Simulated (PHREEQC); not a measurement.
Make-up at 25 °C: 0.0019 mol/kgw KH2PO4. Closed to the air; pH follows from the charge balance.

Computed with PHREEQC (ion-association model, phreeqc.dat).

Task: The ionic strength comes out as 0.00192 mol/kgw. What activity coefficients do H+, H2PO4-, HPO4-2, K+ get?

Result: H+ 0.95, H2PO4- 0.95, HPO4-2 0.83, K+ 0.95.

No solid was allowed to form.
